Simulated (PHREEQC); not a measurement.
1 kg of water holding 0.057 mol Na2SO4 meets 20 L of dry gas (H2 0.5, N2 0.5 by moles) at fixed total pressure, at 60 °C; fugacities by Peng-Robinson. The gases take part in no redox reaction, some water evaporates into the gas, and hydrates or a liquid gas phase aren't modelled. No solid was allowed to form.

Equilibrium calculation in PHREEQC: ion-association model, phreeqc.dat.

Problem. Predict dissolved H2 (mol/kgw), dissolved N2 (mol/kgw) at P (atm) = 5, 20, 30, 50, 100.

Solution. 
```json
[
 {"P (atm)": "5", "dissolved H2 (mol/kgw)": "0.00168", "dissolved N2 (mol/kgw)": "0.00112"},
 {"P (atm)": "20", "dissolved H2 (mol/kgw)": "0.00684", "dissolved N2 (mol/kgw)": "0.00453"},
 {"P (atm)": "30", "dissolved H2 (mol/kgw)": "0.0102", "dissolved N2 (mol/kgw)": "0.00674"},
 {"P (atm)": "50", "dissolved H2 (mol/kgw)": "0.0169", "dissolved N2 (mol/kgw)": "0.0110"},
 {"P (atm)": "100", "dissolved H2 (mol/kgw)": "0.0326", "dissolved N2 (mol/kgw)": "0.0210"}
]
```

Constants without temperature data keep their 25 °C values here.
